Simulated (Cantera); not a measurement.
An adiabatic, constant-pressure homogeneous reactor starts with 5.62 % CH4, 18.4 % O2, 69.1 % N2, 6.74 % H2O, 0.157 % H2, equivalence ratio 0.61, at 1100 K and 0.395 atm.

Cantera simulation using GRI-Mech 3.0 (53 species, 325 reactions); the numbers are that mechanism's predictions, not measurements.

### Question
Predict: time of steepest temperature rise; temperature at 0.900 s; equilibrium temperature; x(O2) at 0.900 s; x(H2O) at 0.900 s; x(OH) at 0.900 s.

### Answer
time of steepest temperature rise: 0.265 s
temperature at 0.900 s: 2196 K
equilibrium temperature: 2194 K
x(O2) at 0.900 s: 0.0678 (gas-phase equilibrium 0.0671)
x(H2O) at 0.900 s: 0.176 (gas-phase equilibrium 0.176)
x(OH) at 0.900 s: 0.00619 (gas-phase equilibrium 0.00612)
